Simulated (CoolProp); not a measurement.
Vapour pressure (kPa) of R1132(E): the reference equation beside estimates from Tc = 75.7 °C, pc = 5174 kPa, ω = 0.245.

Computed with CoolProp (reference Helmholtz-energy equation of state, Akasaka 2024).

| T (°C) | reference | Lee-Kesler | Peng-Robinson |
|---|---|---|---|
| -9.25 | 605.6 | 607.2 | 601.7 |
| -3.65 | 727.5 | 729.5 | 723.0 |
| 2.05 | (withheld) | 871.9 | 864.6 |
| 7.65 | 1028 | 1031 | 1023 |
| 13.35 | 1211 | 1213 | 1206 |
| 18.95 | 1413 | 1415 | 1408 |
| 24.65 | (withheld) | (withheld) | 1640 |
| 30.25 | 1894 | 1895 | 1893 |
| 35.85 | 2173 | 2173 | 2175 |
| 41.55 | 2488 | 2487 | 2493 |

Task: What belongs in the gaps?

Result: 
- 2.05, reference: 869.5
- 24.65, reference: 1642
- 24.65, Lee-Kesler: 1644

Absolute difference from the reference over all 10 rows, mean and median: Lee-Kesler 0.2 and 0.2 %, Peng-Robinson 0.4 and 0.4 %.
